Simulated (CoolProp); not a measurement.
Properties of octamethylcyclotetrasiloxane (D4) along the isotherm 501.2 K (Tc = 586.5 K, pc = 1.347 MPa, ω = 0.598).

The numbers come from the reference Helmholtz-energy equation of state, Thol 2015 in CoolProp.

```tsv
p (MPa)	phase	density (kg/m³)	cp (kJ/(kg K))	isothermal compressibility (1/MPa)	expansivity (1/kK)	fugacity coefficient
0.202	gas	16.05	1.834	5.591	2.972	0.9055
0.404	liquid	685.2	2.144	0.01645	2.627	0.6848
0.606	liquid	687.5	2.139	0.01579	2.560	0.4662
0.808	liquid	689.6	2.135	0.01519	2.499	0.3570
1.01	liquid	691.7	[?]	0.01463	2.442	0.2916
1.21	liquid	693.7	2.127	0.01412	2.389	0.2485
1.41	liquid	695.6	[?]	0.01366	[?]	0.2177
1.62	liquid	[?]	2.120	0.01320	2.292	0.1936
1.82	liquid	699.4	2.117	[?]	2.249	0.1758
2.02	liquid	701.2	2.114	[?]	[?]	[?]
```

Task: What belongs in the gaps?

Result: 
- 1.01, cp (kJ/(kg K)): 2.131
- 1.41, cp (kJ/(kg K)): 2.124
- 1.41, expansivity (1/kK): 2.340
- 1.62, density (kg/m³): 697.6
- 1.82, isothermal compressibility (1/MPa): 0.01280
- 2.02, isothermal compressibility (1/MPa): 0.01242
- 2.02, expansivity (1/kK): 2.209
- 2.02, fugacity coefficient: 0.1617
